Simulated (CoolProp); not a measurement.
Vapour-liquid equilibrium of CF4 (R14) (1) + ethane (2) at 4.31 bar; x and y are mole fractions of (1).

Model: multi-fluid Helmholtz-energy mixture model, Platzer 1990 and Bücker 2006; pair parameters Bell 2016, in CoolProp. This equation is an older, rougher fit; its heat capacities, sound speeds and derivatives of the liquid may be far off and weren't checked against measurements.

```csv
x,"bubble temperature, mixture model (°C)","bubble temperature, Raoult's law (°C)","y, mixture model","y, Raoult's law"
0.05,-79.0,-62.9,?,0.256
0.15,?,-72.4,?,0.556
0.25,-98.6,-79.3,0.871,0.717
0.35,-99.3,-84.7,0.878,0.813
0.45,-99.6,-89.1,0.881,0.874
0.55,-99.8,-92.7,?,0.916
0.65,-100.4,-95.7,0.893,0.945
0.75,-101.1,-98.3,?,0.966
0.85,-102.1,-100.6,0.934,0.983
0.95,-103.1,-102.7,?,0.995
```

Q: Fill in the missing entries.

A: 
- 0.05, y, mixture model: 0.610
- 0.15, bubble temperature, mixture model (°C): -95.0
- 0.15, y, mixture model: 0.837
- 0.55, y, mixture model: 0.884
- 0.75, y, mixture model: 0.908
- 0.95, y, mixture model: 0.974

The largest gap from Raoult's law is -22.6 K in bubble temperature, at x = 0.15. No azeotrope shows between x = 0.05 and 0.95.

Pair parameters are fitted to limited data, so mixtures are less certain than the pure fluids. With so large a gap from Raoult's law the liquid may split in two, which this calculation doesn't test in full.
